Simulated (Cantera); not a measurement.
# Premixed flame

A freely propagating, adiabatic, planar premixed flame of 9.92 % CH₄, 3.57 % H₂, 15.5 % O₂, 71.0 % N₂, equivalence ratio 1.4, unburnt at 600 K and 0.133 bar; mixture-averaged transport, grid criteria slope 0.08 and curve 0.16, no radiation.

Cantera simulation using GRI-Mech 3.0 (53 species, 325 reactions); the numbers are that mechanism's predictions, not measurements. Burning velocities carry a grid error of a few per cent, more on coarse grids.

```
z (mm)  T (K)  u (m/s)     x CH₄    x H₂      x O₂     x H₂O       x H    x HO₂
------  -----  -------  --------  ------  --------  --------  --------  -------
-7.59     600     1.23    0.0991  0.0367     0.155   2.60e-5     <1e-8  3.89e-7
-5.06     603     1.24    0.0987  0.0391     0.154  0.000367   3.12e-7  5.34e-6
-3.80     615     1.27    0.0976  0.0421     0.153   0.00174   3.11e-6  1.63e-5
-2.53     690     1.44    0.0924  0.0482     0.148   0.00992   3.55e-5  2.70e-5
-1.27    1054     2.23    0.0655  0.0585     0.119    0.0492  0.000405  4.27e-5
-0.633   1398     3.00    0.0369  0.0635    0.0826    0.0882   0.00158  8.14e-5
0        1710     3.71    0.0113  0.0643    0.0419     0.127   0.00493  4.71e-5
0.633    1869     4.07   0.00176  0.0598    0.0164     0.150   0.00933  7.06e-6
1.27     1917     4.17  0.000187  0.0559   0.00604     0.159    0.0123  7.06e-7
2.53     1935     4.20   2.00e-6  0.0547   0.00141     0.160    0.0141  1.02e-7
5.06     1942     4.21     <1e-8  0.0560  0.000812     0.158    0.0140  6.72e-8
10.1     1950     4.22     <1e-8  0.0565  0.000714     0.158    0.0133  6.04e-8
20.3     1963     4.24     <1e-8  0.0567  0.000597     0.159    0.0120  5.21e-8
```
x: mole fraction of selected species; z is measured from the peak of heat release.

- laminar burning velocity: 123 cm/s
- thermal thickness: 2.53 mm
- peak x(H): 0.0142
- peak x(HO₂): 8.25e-5
- grid points: 157
